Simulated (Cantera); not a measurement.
A closed system holds: 1 mol LiOH, 3.9 mol H₂O, held at 27.0 Pa.

Equilibrium computed with Cantera from the NASA thermochemical tables; the gas is ideal and each condensed phase is pure. Candidate condensed phases: H₂O, Li, LiH, LiOH, Li₂O; 17 gas species. Equilibrium is a limit: real reactors are often held back by kinetics, nucleation or transport.

Problem. At 1175 °C, list the 4 most abundant gas species with their mole fractions, and the condensed phases.

Solution. H₂O 0.794, LiOH 0.203, H₂ 0.00155, O₂ 0.000825. Condensed: gas only.
